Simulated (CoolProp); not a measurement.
Vapour-liquid equilibrium of o-xylene (1) + n-nonane (2) at 332 K; x and y are mole fractions of (1).

Values from CoolProp's multi-fluid Helmholtz-energy mixture model, Zhou 2012 and Lemmon 2006; pair parameters Bell 2016.

Q: Give the bubble pressure and the first vapour's composition at x = 0.05, 0.5, 0.8. Is there an azeotrope?

A: x = 0.05: 0.003899 MPa, y = 0.082; x = 0.5: 0.004813 MPa, y = 0.585; x = 0.8: 0.005117 MPa, y = 0.822. No azeotrope shows between x = 0.05 and 0.95.

The pair parameters rest on a limited set of measurements; away from them the model extrapolates.
